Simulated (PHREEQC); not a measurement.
Buffer: speciation

Make-up at 25 °C: 0.046 mol NaHSO4, 0.09 mol NaF and 0.25 mol KCl per kg of water. Closed to the air; pH follows from the charge balance.

Computed with PHREEQC (ion-association model, phreeqc.dat).

Each row changes one thing in this solution. This is a speciation only: nothing precipitates in the calculation.

```
case                              pH  ionic strength (mol/kgw)  K+ (mol/kgw)  SO4-2 (mol/kgw)  KSO4- (mol/kgw)  NaSO4- (mol/kgw)  SI of Sylvite (KCl)  SI of Halite (NaCl)
------------------------------  ----  ------------------------  ------------  ---------------  ---------------  ----------------  -------------------  -------------------
as made                         2.97                     0.401         0.239           0.0300           0.0106           0.00449                -2.48                -3.38
diluted 2-fold with water       3.05                     0.205         0.121           0.0169          0.00396           0.00162                -3.02                -3.93
NaF left out                    1.63                     0.338         0.242           0.0210          0.00806           0.00115                -2.46                -3.83
NaF from 0.09 to 0.018 mol/kgw  1.84                     0.346         0.241           0.0241          0.00912           0.00182                -2.46                -3.69
0.06 mol/kgw H3PO4 added        2.24                     0.407         0.240           0.0275          0.00968           0.00413                -2.48                -3.37
```
